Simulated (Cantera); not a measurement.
An isothermal, constant-pressure homogeneous reactor starts with NO : N2 = 1 : 5.9 (molar parts), at 1975 K and 68.3 Torr.

Detailed kinetics in Cantera: GRI-Mech 3.0 (53 species, 325 reactions).

x: mole fraction; the columns are a selection and need not sum to one.

```
t (s)        x NO      x O2    x N2O  x NO2   x N2       x O
--------  -------  --------  -------  -----  -----  --------
0.000400    0.145   2.66e-9  7.12e-7    [?]  0.855   7.53e-7
0.00144     0.145   3.58e-8  2.32e-6    [?]  0.855   2.85e-6
0.00517     0.145   5.55e-7  6.07e-6    [?]  0.855   1.20e-5
0.0186      0.145   1.07e-5  9.28e-6    [?]  0.855   4.92e-5
0.0667      0.145  0.000142  9.25e-6    [?]  0.855   9.80e-5
0.240       0.143  0.000763  9.04e-6    [?]  0.856  0.000111
0.862       0.138   0.00316  8.32e-6    [?]  0.858  0.000143
3.10        0.119    0.0128  5.94e-6    [?]  0.868  0.000229
11.1       0.0586    0.0430  1.39e-6    [?]  0.898  0.000387
40.0      0.00773    0.0683  9.66e-8    [?]  0.923  0.000481
```

Complete the blanks.


- 0.000400, x NO2: 1.38e-8
- 0.00144, x NO2: 1.33e-7
- 0.00517, x NO2: 8.95e-7
- 0.0186, x NO2: 4.02e-6
- 0.0667, x NO2: 7.68e-6
- 0.240, x NO2: 8.74e-6
- 0.862, x NO2: 1.14e-5
- 3.10, x NO2: 1.66e-5
- 11.1, x NO2: 1.44e-5
- 40.0, x NO2: 2.39e-6
